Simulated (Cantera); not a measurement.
Input (Python, Cantera):

```python
import numpy as np
import cantera as ct

gas = ct.Solution("gri30.yaml")


def delay(T, t_max=10):
    gas.TPX = T, 48000, {'CO': 1, 'H2': 0.036, 'O2': 0.432, 'N2': 1.62}
    reactor = ct.IdealGasConstPressureReactor(gas, clone=False)
    net = ct.ReactorNet([reactor])
    net.rtol, net.atol = 1e-8, 1e-16
    while net.time < t_max:
        t_old, T_old = net.time, reactor.T
        net.step()
        if reactor.T > T + 400:  # ignition: a rise of 400 K
            return t_old + (T + 400 - T_old) / (reactor.T - T_old) * (net.time - t_old)
    return np.nan


taus = []
for T in [1225, 1300, 1375, 1450, 1525, 1600, 1675, 1750, 1825]:
    taus.append(delay(T))
    print(f"T0 = {T:6g} K   tau = {taus[-1]:.4e} s")
```

Output:

```
T0 =   1225 K   tau = 3.9661e-04 s
T0 =   1300 K   tau = 3.4330e-04 s
T0 =   1375 K   tau = 3.1637e-04 s
T0 =   1450 K   tau = 3.0600e-04 s
T0 =   1525 K   tau = 3.0670e-04 s
T0 =   1600 K   tau = 3.1510e-04 s
T0 =   1675 K   tau = 3.2913e-04 s
T0 =   1750 K   tau = 3.4753e-04 s
T0 =   1825 K   tau = 3.6954e-04 s
```

Cantera simulation using GRI-Mech 3.0 (53 species, 325 reactions); the numbers are that mechanism's predictions, not measurements. Where the delays flatten at high temperature, the 400 K rule measures the pace of heat release, not the induction time.
